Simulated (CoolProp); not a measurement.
Vapour-liquid equilibrium of p-xylene (1) + n-decane (2) at 0.0453 MPa; x and y are mole fractions of (1).

Model: multi-fluid Helmholtz-energy mixture model, Zhou 2012 and Lemmon 2006; pair parameters Bell 2016, in CoolProp.

```
x     bubble temperature (°C)  y at the bubble point  dew temperature at overall composition x (°C)  liquid density (mol/L)
----  -----------------------  ---------------------  ---------------------------------------------  ----------------------
0.05                      [?]                  0.129                                          143.8                     [?]
0.15                    136.7                  0.334                                          141.5                   4.749
0.25                    132.1                  0.488                                          138.9                     [?]
0.35                    128.2                  0.606                                            [?]                   5.222
0.45                    124.7                  0.700                                          133.3                   5.481
0.55                    121.6                  0.776                                          130.1                   5.760
0.65                      [?]                  0.840                                          126.6                   6.061
0.75                    116.2                  0.894                                          122.7                   6.388
0.85                    113.8                    [?]                                            [?]                   6.745
0.95                    111.6                    [?]                                          113.3                   7.136
```

Q: Fill in the missing entries.

A: 
- 0.05, bubble temperature (°C): 142.0
- 0.05, liquid density (mol/L): 4.532
- 0.25, liquid density (mol/L): 4.978
- 0.35, dew temperature at overall composition x (°C): 136.2
- 0.65, bubble temperature (°C): 118.8
- 0.85, y at the bubble point: 0.940
- 0.85, dew temperature at overall composition x (°C): 118.3
- 0.95, y at the bubble point: 0.981

No azeotrope shows between x = 0.05 and 0.95.

The pair parameters rest on a limited set of measurements; away from them the model extrapolates.
